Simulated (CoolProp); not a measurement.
R245ca along the isotherm 176.85 °C: fugacity coefficient from the reference equation and from simpler models built on Tc = 174.4 °C, pc = 3.941 MPa, ω = 0.355; each cubic takes its own stable root.

Values from CoolProp's reference Helmholtz-energy equation of state, Zhou 2016.

```json
[
 {"p (MPa)": "0.909", "phase": "gas", "reference": "0.9217"},
 {"p (MPa)": "1.82", "phase": "gas", "reference": "0.8455"},
 {"p (MPa)": "2.73", "phase": "gas", "reference": "0.7703"},
 {"p (MPa)": "3.64", "phase": "gas", "reference": "0.6929"},
 {"p (MPa)": "4.55", "phase": "supercritical", "reference": "0.5987"},
 {"p (MPa)": "5.45", "phase": "supercritical", "reference": "0.5203"},
 {"p (MPa)": "6.36", "phase": "supercritical", "reference": "0.4630"},
 {"p (MPa)": "7.27", "phase": "supercritical", "reference": "0.4200"},
 {"p (MPa)": "8.18", "phase": "supercritical", "reference": "0.3867"},
 {"p (MPa)": "9.09", "phase": "supercritical", "reference": "0.3602"},
 {"p (MPa)": "10", "phase": "supercritical", "reference": "0.3387"}
]
```

### Question
How far does each simpler model (van der Waals, Redlich-Kwong, Soave-Redlich-Kwong, Peng-Robinson) lie from the reference over these 11 states: mean and median of the absolute difference, and the worst?

### Answer
- van der Waals: mean 8.5 %, median 8.2 %, worst +16.6 % at 176.85 °C and 10 MPa
- Redlich-Kwong: mean 2.6 %, median 2.6 %, worst +5.6 % at 176.85 °C and 10 MPa
- Soave-Redlich-Kwong: mean 3.0 %, median 3.1 %, worst +6.2 % at 176.85 °C and 10 MPa
- Peng-Robinson: mean 1.1 %, median 1.0 %, worst -2.1 % at 176.85 °C and 3.64 MPa
